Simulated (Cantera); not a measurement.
## SiF4 + NO (silicon oxide and oxynitride deposition)

Input: 1 mol SiF4, a varied amount of NO, at 1648.15 K and 41.0 Pa.

Cantera equilibrium calculation (NASA polynomials, part measured and part estimated; ideal gas, pure solids and liquids). Candidate condensed phases: Si, SiO2, Si2N2O, Si3N4; 28 gas species. The tables' values for SiF3 are old estimates; treat these amounts as uncertain. The tables hold silica as quartz up to 1696 K and as liquid above; real silica turns to tridymite and cristobalite and melts near 1996 K. Kinetics and transport are ignored.

| n(NO) (mol) | x N2 | x O2 | x SiF4 | x NO | x O | x F | n SiO2(β-quartz) |
|---|---|---|---|---|---|---|---|
| 1.9 | 0.326 | 0.326 | 0.345 | 0.00190 | 0.000715 | 0.000136 | 0 |
| 2.2 | 0.343 | 0.342 | 0.312 | 0.00199 | 0.000733 | 0.000134 | 0 |
| 2.5 | 0.356 | 0.356 | 0.285 | 0.00207 | 0.000747 | 0.000132 | 0 |
| 2.9 | 0.371 | 0.370 | 0.256 | 0.00215 | 0.000762 | 0.000130 | 0 |
| 3.3 | 0.382 | 0.382 | 0.232 | 0.00222 | 0.000774 | 0.000128 | 0 |
| 3.8 | 0.394 | 0.394 | 0.208 | 0.00229 | 0.000786 | 0.000125 | 0 |
| 4.4 | 0.406 | 0.406 | 0.185 | 0.00236 | 0.000798 | 0.000123 | 0.000100 |
| 5 | 0.415 | 0.415 | 0.167 | 0.00241 | 0.000807 | 0.000120 | 0.000113 |
| 5.7 | 0.424 | 0.424 | 0.149 | 0.00246 | 0.000815 | 0.000117 | 0.000128 |
| 6.6 | 0.433 | 0.432 | 0.131 | 0.00252 | 0.000824 | 0.000114 | 0.000146 |
| 7.6 | 0.440 | 0.440 | 0.116 | 0.00256 | 0.000831 | 0.000111 | 0.000166 |
| 8.7 | 0.447 | 0.446 | 0.103 | 0.00260 | 0.000837 | 0.000108 | 0.000187 |
| 10 | 0.453 | 0.453 | 0.0908 | 0.00263 | 0.000843 | 0.000105 | 0.000212 |
x: gas mole fraction; n: condensed amount in mol.

From 1.9 mol NO to 3.8 mol NO nothing is condensed. From 4.4 mol NO to 10 mol NO the condensed part is SiO2(β-quartz). The main Si-bearing gas is SiF4 throughout.
